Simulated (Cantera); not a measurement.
**Thermodynamics of calcination and drying, feed CaCO3 + H2O**

Charge: 1 mol CaCO3, 0.012 mol H2O, held at 15.0 Pa.

These are equilibrium values from Cantera (NASA tables, ideal gas, pure condensed phases), not measurements of a reactor. Candidate condensed phases: C, C6H6, C7H8, C8H18, Ca, CaCO3, CaO, Ca(OH)2, H2O; 115 gas species. The numbers say what is thermodynamically allowed, not how fast it happens.

From 825 K to 1800 K the condensed part is CaO(s).

| T (K) | x CO2 | x CO | x O2 | x H2O | x O | x OH | n CaO(s) |
|---|---|---|---|---|---|---|---|
| 825 | 0.988 | 2.92e-8 | 1.52e-8 | 0.0119 | <1e-12 | 9.32e-11 | 1.00 |
| 900 | 0.988 | 2.91e-7 | 1.49e-7 | 0.0119 | <1e-12 | 1.18e-9 | 1.00 |
| 975 | 0.988 | 2.02e-6 | 1.03e-6 | 0.0119 | 5.98e-12 | 1.02e-8 | 1.00 |
| 1050 | 0.988 | 1.07e-5 | 5.39e-6 | 0.0119 | 1.27e-10 | 6.46e-8 | 1.00 |
| 1125 | 0.988 | 4.50e-5 | 2.26e-5 | 0.0119 | 1.79e-9 | 3.20e-7 | 1.00 |
| 1200 | 0.988 | 0.000158 | 7.94e-5 | 0.0119 | 1.82e-8 | 1.30e-6 | 1.00 |
| 1275 | 0.987 | 0.000478 | 0.000240 | 0.0118 | 1.41e-7 | 4.47e-6 | 1.00 |
| 1350 | 0.986 | 0.00128 | 0.000639 | 0.0118 | 8.71e-7 | 1.34e-5 | 1.00 |
| 1425 | 0.984 | 0.00307 | 0.00153 | 0.0118 | 4.44e-6 | 3.57e-5 | 1.00 |
| 1500 | 0.978 | 0.00674 | 0.00336 | 0.0117 | 1.92e-5 | 8.61e-5 | 1.00 |
| 1575 | 0.968 | 0.0137 | 0.00679 | 0.0116 | 7.20e-5 | 0.000190 | 1.00 |
| 1650 | 0.949 | 0.0259 | 0.0128 | 0.0114 | 0.000239 | 0.000388 | 1.00 |
| 1725 | 0.919 | 0.0458 | 0.0225 | 0.0110 | 0.000710 | 0.000735 | 1.00 |
| 1800 | 0.873 | 0.0762 | 0.0370 | 0.0103 | 0.00191 | 0.00129 | 1.000 |
x: gas mole fraction; n: condensed amount in mol.
